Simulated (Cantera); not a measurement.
A perfectly stirred reactor is fed with H2 : O2 = 0.054 : 1 (molar parts), equivalence ratio 0.027, at 0.0132 atm; it is held at 1150 K, and followed from long to short residence time.

Computed with Cantera and the H2/O2 subset of GRI-Mech 3.0, which has no nitrogen chemistry. Radical loss at walls, strong at low pressure, is not modelled. The temperature is held fixed by assumption; the heat of reaction is taken as removed at once.

### Question
Predict: x(H2) at τ = 2.70 s; x(O2) at τ = 2.70 s; x(OH) at τ = 2.70 s; x(O) at τ = 2.70 s; x(H2O) at τ = 2.70 s; x(H2) at τ = 0.140 s; x(O2) at τ = 0.140 s; x(OH) at τ = 0.140 s; x(O) at τ = 0.140 s; x(H2O) at τ = 0.140 s.

### Answer
| Property | Value |
|---|---|
| x(H2) at τ = 2.70 s | 0.000113 |
| x(O2) at τ = 2.70 s | 0.946 |
| x(OH) at τ = 2.70 s | 0.000658 |
| x(O) at τ = 2.70 s | 0.00142 |
| x(H2O) at τ = 2.70 s | 0.0520 |
| x(H2) at τ = 0.140 s | 0.000639 |
| x(O2) at τ = 0.140 s | 0.938 |
| x(OH) at τ = 0.140 s | 0.00171 |
| x(O) at τ = 0.140 s | 0.00845 |
| x(H2O) at τ = 0.140 s | 0.0501 |
